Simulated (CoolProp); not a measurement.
Vapour-liquid equilibrium of toluene (1) + m-xylene (2) at 324.1 K; x and y are mole fractions of (1).

Model: multi-fluid Helmholtz-energy mixture model, Lemmon 2006 and Zhou 2012; pair parameters Bell 2016, in CoolProp.

Task: Give the bubble pressure and the first vapour's composition at x = 0.2, 0.5, 0.8. Is there an azeotrope?

Result: x = 0.2: 0.006253 MPa, y = 0.443; x = 0.5: 0.008990 MPa, y = 0.753; x = 0.8: 0.01134 MPa, y = 0.914. No azeotrope shows between x = 0.05 and 0.95.

Pair parameters are fitted to limited data, so mixtures are less certain than the pure fluids.
